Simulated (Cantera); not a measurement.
A closed system holds: 1 mol Si, a varied amount of F2, 26 mol H2, at 1.80 Pa.

Equilibrium computed with Cantera from the NASA thermochemical tables; the gas is ideal and each condensed phase is pure. Candidate condensed phases: Si; 25 gas species. The tables' values for SiF2, SiF3 are old estimates. The numbers say what is thermodynamically allowed, not how fast it happens.

Stable condensed phases, one row left out:

```
T in K \ n(F2) in mol
         0.87  1.1  1.4  1.7  2.2  2.8  3.5
   1473     A    A    B    B    B    B    B
   1423     A    A    B    B    B    B    B
   1373     A    A    A    B    B    B    B
   1323     A    A    A    B    B    B    B
   1223     A    A    A    A    B    B    B
   1173     A    A    A    A    B    B    B
   1123     A    A    A    A    B    B    B
   1073     A    A    A    A    B    B    B
```

A: Si; B: gas only.

Task: Give the row for 1273 K.

Result: 0.87: Si; 1.1: Si; 1.4: Si; 1.7: Si; 2.2: gas only; 2.8: gas only; 3.5: gas only.
